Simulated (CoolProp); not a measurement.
Vapour-liquid equilibrium of 1-butene (1) + n-butane (2) at 0.518 bar; x and y are mole fractions of (1).

Values from CoolProp's multi-fluid Helmholtz-energy mixture model, Lemmon 2005 and Bücker 2006; pair parameters Bell 2016.

### Question
Give the bubble temperature and the first vapour's composition at x = 0.2, 0.8, 0.95. Is there an azeotrope?

### Answer
x = 0.2: 254.9 K, y = 0.244; x = 0.8: 251.6 K, y = 0.831; x = 0.95: 251.0 K, y = 0.958. No azeotrope shows between x = 0.05 and 0.95.

Pair parameters are fitted to limited data, so mixtures are less certain than the pure fluids.
